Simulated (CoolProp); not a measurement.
Values from CoolProp's reference Helmholtz-energy equation of state, Lemmon 2006. It is a short technical equation, of lower accuracy than the large ones.

Q: For acetone, give the phase and the cp (kJ/(kg K)) at 389.8 K and 0.101 MPa; 443.9 K and 0.101 MPa.

A: 
- 389.8 K and 0.101 MPa: gas; cp 1.61
- 443.9 K and 0.101 MPa: gas; cp 1.74
